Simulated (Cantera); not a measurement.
Charge: 1 mol CCl4, 7 mol H2, at 61.5 Torr.

These are equilibrium values from Cantera (NASA tables, ideal gas, pure condensed phases), not measurements of a reactor. Candidate condensed phases: C, C6H6, C7H8, C8H18; 91 gas species. Equilibrium is a limit: real reactors are often held back by kinetics, nucleation or transport. All values below are at 1073 K.

Base state: H2 0.554, HCl 0.445, CH4 0.00116 (mole fractions); condensed: C(graphite).

Q: What changes in the equilibrium state with this change: H2 from 7 to 1.8 mol?

A: 
| species | before | after |
|---|---|---|
| HCl | 0.445 | 0.947 |
| Cl2 | <1e-9 | 0.0522 |
| Cl | 2.65e-8 | 0.000858 |
| H2 | 0.554 | 2.39e-9 |
| CH4 | 0.00116 | <1e-9 |
| C(graphite), mol | 0.990 | 1.000 |
